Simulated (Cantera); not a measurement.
Input: 1 mol Al(CH₃)₃, 0.62 mol N₂O, 2 mol N₂, equilibrated at 1000 Pa.

Method: chemical equilibrium by Gibbs-energy minimisation in Cantera with the NASA 1993 tables (ideal gas, pure condensed phases). Candidate condensed phases: Al, AlN, Al₂O₃, C, C₆H₆, C₇H₈, C₈H₁₈, H₂O; 148 gas species. The feed counts by its element totals alone. Mutual solubility and eutectic melting of coexisting phases are not modelled. Condensed phases not in the tables: aluminium oxynitride. The numbers say what is thermodynamically allowed, not how fast it happens.

log p: log10 of the partial pressure in bar; n: condensed amount in mol.

```tsv
T (°C)	log p H₂	log p N₂	log p CO	log p Al	log p CH₄	log p H	log p HCN	n AlN(s)	n Al₂O₃(s)	n C(graphite)
477	-2.19	-2.46	-10.76	<-14	-3.88	-13.60	…	0.587	0.207	2.91
677	-2.18	-2.47	-7.33	<-14	-5.14	-10.35	…	0.587	0.207	3.00
877	-2.18	-2.47	-5.10	<-14	-5.99	-8.22	…	0.590	0.205	2.99
1077	-2.19	-2.49	-3.56	-11.43	-6.62	-6.72	…	0.715	0.143	2.81
1277	-2.21	-2.53	-3.07	-8.23	-7.11	-5.61	…	1.000	0	2.38
1477	-2.21	-2.54	-3.07	-5.78	-7.46	-4.74	…	0.999	0	2.36
1677	-2.22	-2.54	-3.08	-3.84	-7.76	-4.05	…	0.889	0	2.34
```

Question: What belongs in the gaps?

Answer: 
- 477, log p HCN: -9.94
- 677, log p HCN: -7.98
- 877, log p HCN: -6.70
- 1077, log p HCN: -5.83
- 1277, log p HCN: -5.20
- 1477, log p HCN: -4.69
- 1677, log p HCN: -4.30
